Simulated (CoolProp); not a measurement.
A closed Brayton cycle with dry air: compressor inlet 309.15 K and 4.2 MPa, high pressure 8.91 MPa, turbine inlet 825 K, compressor efficiency 0.85, turbine efficiency 0.9, recuperator effectiveness 0.95 (on enthalpy, no pinch check). Each further row changes one setting.

The numbers come from the reference Helmholtz-energy equation of state, Lemmon 2000 in CoolProp. It is a pseudo-pure fit of the blend.

| case | thermal efficiency (%) | net work (kJ/kg) | compressor to turbine work | compressor exit (K) | turbine exit (K) |
|---|---|---|---|---|---|
| as stated | 35.8 | 60.3 | 0.59 | 397.2 | 691.1 |
| turbine inlet 775 K | 32.6 | 51.3 | 0.63 | 397.2 | 647.9 |
| compressor inlet 319.15 K | 34.2 | 57.3 | 0.62 | 409.9 | 691.1 |
| high pressure 7.57 MPa | 36.6 | 51.4 | 0.57 | 376.5 | 718.2 |
| recuperator effectiveness 0.5 | 19.6 | 60.3 | 0.59 | 397.2 | 691.1 |
